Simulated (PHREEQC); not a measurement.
Make-up at 20 °C: 0.096 mol HF, 3.1e-05 mol CsF, 0.0018 mol H2SiF6 and 0.27 mol H2SO4 per kg of water. Closed to the air; pH follows from the charge balance.

Equilibrium calculation in PHREEQC: ion-association model, wateq4f.dat.

This is a speciation only: nothing precipitates in the calculation.

Task: Order these F species by the share of F that they hold, largest first: F-, SiF6-2, HF, H2F2, HF2-.

Result: HF (62 %), H2F2 (28 %), SiF6-2 (10 %), F- (0.31 %), HF2- (0.16 %)

The pH is 0.62 and the ionic strength 0.341 mol/kgw. wateq4f.dat counts part of the HF as a dimer, H2F2, which phreeqc.dat doesn't know; its constant is uncertain. SiF6-2 is the database's only silicon fluoride.
